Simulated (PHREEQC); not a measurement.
A column of 0.5 m (30 cells, dispersivity 0.04 m, 3600 s a shift, diffusion coefficient 3e-10 m²/s) holds 0.022 eq of the database's cation exchanger X per kg of pore water, first in equilibrium with 6 mmol/kgw ZnSO4 and 0.01 mmol/kgw HCl. It is flushed with 0.03 mol/kgw NaCl, 0.00033 mol/kgw ZnSO4 and 1e-05 mol/kgw HCl, at 25 °C. Values are for the last cell. No CO2 enters from the air. No solid was allowed to form.

Computed with PHREEQC (ion-association model, phreeqc.dat).

```tsv
pore volumes	Na in solution (mol/kgw)	Cl in solution (mol/kgw)	S in solution (mol/kgw)
0	0	1.00e-5	0.00600
0.15	1.25e-12	1.00e-5	0.00600
0.4167	0.000196	0.000479	0.00591
0.55	0.00133	[?]	0.00552
0.6833	0.00389	0.00637	0.00480
0.95	0.0114	0.0157	0.00303
1.083	0.0150	0.0197	0.00229
1.217	0.0180	0.0227	0.00170
1.35	0.0205	0.0250	0.00127
1.617	0.0239	0.0278	0.000752
1.75	0.0250	0.0285	0.000608
1.883	0.0258	0.0290	0.000512
2.15	0.0270	[?]	0.000406
2.283	0.0274	0.0297	0.000379
2.417	0.0277	0.0298	0.000361
2.683	0.0281	0.0299	0.000343
2.817	0.0283	0.0300	0.000338
2.95	0.0285	0.0300	0.000335
3.083	0.0286	0.0300	0.000333
3.35	[?]	0.0300	0.000331
3.483	0.0289	0.0300	0.000331
3.617	0.0290	0.0300	0.000331
3.883	[?]	0.0300	0.000330
4.017	0.0292	0.0300	0.000330
```

Question: What belongs in the gaps?

Answer: 
- 0.55, Cl in solution (mol/kgw): 0.00253
- 2.15, Cl in solution (mol/kgw): 0.0296
- 3.35, Na in solution (mol/kgw): 0.0288
- 3.883, Na in solution (mol/kgw): 0.0291

Complexes and solids missing from the database can't appear.
